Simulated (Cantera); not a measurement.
Input (Python, Cantera) and output of one run.

```python
import numpy as np
import cantera as ct

gas_names = """
    N N2 Si SiN Si2 Si2N Si3
""".split()
cond_names = """
    Si(cr) Si(L) Si3N4(a)
""".split()


# ... load() reads the species with a 1 bar reference pressure and builds the phases ...
atoms = {
    'Si3N4': {'Si': 3, 'N': 4},
    'N2': {'N': 2},
}
top_T = {'Si3N4(a)': 2400}  # K; cautious upper limits of use, not melting points


# ... equilibrate(T, P, feed) seeds the gas with the atoms and calls Mixture.equilibrate('TP', solver="vcs", rtol=1e-11, max_steps=5000) ...
results = []
feed = {'Si3N4': 1, 'N2': 0.32}  # mol
P = 10000  # Pa
for T in [1975, 2075, 2175, 2275, 2375, 2475, 2575, 2675, 2775, 2875, 2975]:
    mix = equilibrate(T, P, feed)
    results.append((T, P, feed, dict(zip(mix.species_names, mix.species_moles))))

top = {s: max(r[3][s] / sum(r[3][g] for g in gas_names) for r in results) for s in gas_names}
cols = sorted((s for s in top if top[s] > 1e-05), key=lambda s: -top[s])[:7]
seen = [c for c in cond_names if any(r[3].get(c, 0) > 1e-12 for r in results)]
print("log10 of partial pressures in bar; condensed amounts in mol")
print(f"{'T/K':>10s}" + "".join(f"{s[:9]:>10s}" for s in cols + seen))
for T, P, feed, n in results:
    ng = sum(n[g] for g in gas_names)
    print(f"{T:10.4g}" + "".join(f"{np.log10(max(n[s] / ng * P / 1e5, 1e-99)):10.3f}" for s in cols)
          + "".join(f"{n.get(c, 0):10.4g}" for c in seen))
```

It prints:

```
log10 of partial pressures in bar; condensed amounts in mol
       T/K        N2        Si       Si2       SiN      Si2N       Si3         N     Si(L)
      1975    -1.000    -4.490    -6.501    -5.549    -5.420    -7.165    -9.703     2.999
      2075    -1.001    -3.992    -5.901    -5.152    -5.063    -6.585    -9.092     2.997
      2175    -1.001    -3.540    -5.357    -4.791    -4.740    -6.061    -8.536     2.992
      2275    -1.004    -3.128    -4.862    -4.464    -4.447    -5.585    -8.030     2.979
      2375    -1.009    -2.751    -4.410    -4.166    -4.181    -5.151    -7.568     2.951
      2475    -1.019    -2.406    -3.995    -3.895    -3.940    -4.754    -7.145      2.89
      2575    -1.040    -2.087    -3.614    -3.652    -3.725    -4.389    -6.761     2.761
      2675    -1.083    -1.793    -3.262    -3.438    -3.539    -4.052    -6.418     2.485
      2775    -1.171    -1.520    -2.936    -3.264    -3.390    -3.741    -6.122     1.825
      2875    -1.350    -1.286    -2.673    -3.170    -3.341    -3.511    -5.896         0
      2975    -1.354    -1.273    -2.838    -3.207    -3.624    -3.912    -5.604         0
```

These are equilibrium values from Cantera (NASA tables, ideal gas, pure condensed phases), not measurements of a reactor. The tables' values for SiN are old estimates; treat these amounts as uncertain.
